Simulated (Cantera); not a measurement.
Gas mixture: 27.0 % H₂O, 40.0 % NO, 33.0 % O₂, at 39.8 Torr, frozen composition.

Cantera's kinetic-theory transport with the Lennard-Jones parameters of GRI-Mech 3.0, ideal gas; thermal conductivity in the multicomponent form. Polar gases are described roughly by these parameters. The composition is frozen, though it would react at the higher temperatures.

One state of this run: ρ (kg/m³) = 0.0109; cp (J/kg/K) = 1443; μ (µPa s) = 60.5; λ (mW/m/K) = 130; Pr = 0.674; D (cm²/s) NH₃ = 87.7; D (cm²/s) H = 438; D (cm²/s) OH = 110. D: mixture-averaged diffusion coefficient of that species in the mixture.

Task: Which value of T (K) does it belong to?
A. 1400
B. 800
C. 1600
D. 1000

Result: C, 1600
